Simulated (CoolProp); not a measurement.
Vapour-liquid equilibrium of R22 (1) + ethanol (2) at 3.2 bar; x and y are mole fractions of (1).

Model: multi-fluid Helmholtz-energy mixture model, Kamei 1995 and Schroeder 2014; pair parameters Bell 2016, in CoolProp.

**Question.** Give the bubble temperature and the first vapour's composition at x = 0.2, 0.35, 0.95. Is there an azeotrope?

**Answer.** x = 0.2: 295.0 K, y = 0.981; x = 0.35: 277.4 K, y = 0.995; x = 0.95: 261.6 K, y = 1.000. No azeotrope shows between x = 0.05 and 0.95.

Pair parameters are fitted to limited data, so mixtures are less certain than the pure fluids. With so large a gap from Raoult's law the liquid may split in two, which this calculation doesn't test in full.
